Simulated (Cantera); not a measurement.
Charge: 1 mol SiH₂Cl₂, 1.2 mol N₂, 12 mol H₂, equilibrated at 200 Pa.

These are equilibrium values from Cantera (NASA tables, ideal gas, pure condensed phases), not measurements of a reactor. Candidate condensed phases: NH₄Cl, Si, Si₃N₄; 28 gas species. N₂ is the only nitrogen source here; it is nearly inert below about 1500 K, so the nitride shown seldom forms there in practice. The tables' values for SiCl₃ are old estimates; treat these amounts as uncertain. Rates play no part.

### Question
At 1200 K, list the 5 most abundant gas species with their mole fractions, and the condensed phases.

### Answer
H₂ 0.826, HCl 0.136, N₂ 0.0370, SiCl₂ 0.000282, SiCl₄ 9.02e-5. Condensed: Si₃N₄(s).
